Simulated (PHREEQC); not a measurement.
TMAH is added in steps, without added water, to 1 kg of water holding 3 mmol/kgw HF, 11 mmol/kgw FeCl3 and 16 mmol/kgw KCl, at 25 °C. Oxygen is held at 0.21 atm. No CO2 enters from the air. Precipitation was switched off in this run.

Base run: PHREEQC, ion-association model, wateq4f.dat. Each further column changes one thing. The table gives Fe(OH)2+ (mol/kgw).

```csv
TMAH added (mol),base,all activity coefficients set to 1,metal-ligand complexes left out,Davies equation for every ion,database phreeqc.dat
0,6.17e-5,0.000129,8.45e-5,6.23e-5,6.17e-5
0.0051,0.000157,0.000404,0.000165,0.000172,0.000157
0.0102,0.000500,0.00139,0.000374,0.000548,0.000500
0.01275,0.00106,0.00247,0.000629,0.00112,0.00106
0.01785,0.00467,0.00597,0.00259,0.00470,0.00467
0.02295,0.00936,0.00946,0.00828,0.00937,0.00936
0.02805,0.00741,0.00708,0.00794,0.00741,0.00741
0.03315,0.00305,0.00297,0.00306,0.00305,0.00305
0.03825,0.000283,0.000202,0.000283,0.000288,0.000283
0.0408,8.09e-5,5.44e-5,8.08e-5,8.23e-5,8.09e-5
0.0459,1.57e-6,1.02e-6,1.57e-6,1.60e-6,1.58e-6
0.051,9.20e-10,5.76e-10,9.20e-10,8.91e-10,9.41e-10
```

In at least one series the solution becomes supersaturated in solids that the run did not let form, among them Fe(OH)3(a). (CH3)4N+ isn't in the database: it is added as a free cation with an ion size of 4 Å. Fluoro complexes past AlF4- and FeF3 are missing from the database. phreeqc.dat and wateq4f.dat share most of their constants, so their agreement is no independent check.
